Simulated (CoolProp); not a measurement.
The fluid at 371.8 K and 6.77 MPa flows at 1 m/s in a round tube of 1 mm bore and 45 µm roughness, fully developed (64/Re and Nu = 3.66 if laminar; Colebrook and Gnielinski if turbulent). The same conditions are run with several fluids, on thermodynamics alone (safety and materials aside).

Computed with CoolProp (reference Helmholtz-energy equation of state of each fluid (CF4 (R14): Platzer 1990; C3F8 (R218): Lemmon 2006; R404A: Lemmon 2003; R13: Platzer 1990; CH2F2 (R32): Tillner-Roth 1997)). The equations of Platzer and Polt are older, rougher fits. Blends and air are pseudo-pure fits.

| fluid | Reynolds number | Darcy friction factor | pressure drop (Pa/m) | heat-transfer coefficient (W/(m² K)) | mass flow (kg/h) |
|---|---|---|---|---|---|
| CF4 (R14) | 8540 | ___ | 7420 | 1610 | 0.592 |
| C3F8 (R218) | 12900 | 0.0700 | 33700 | ___ | 2.73 |
| R404A | 12200 | 0.0701 | 21300 | ___ | ___ |
| R13 | 13400 | 0.0700 | ___ | 2850 | ___ |
| CH2F2 (R32) | 10200 | 0.0705 | ___ | 3950 | ___ |

Question: Fill in the missing entries.

Answer: 
- CF4 (R14), Darcy friction factor: 0.0709
- C3F8 (R218), heat-transfer coefficient (W/(m² K)): 4960
- R404A, heat-transfer coefficient (W/(m² K)): 5660
- R404A, mass flow (kg/h): 1.72
- R13, pressure drop (Pa/m): 11700
- R13, mass flow (kg/h): 0.942
- CH2F2 (R32), pressure drop (Pa/m): 7840
- CH2F2 (R32), mass flow (kg/h): 0.629

Transport values come from each fluid's own correlations; those of CF4 (R14), C3F8 (R218), R13, CH2F2 (R32) are estimates that may be off by 10 % or more.
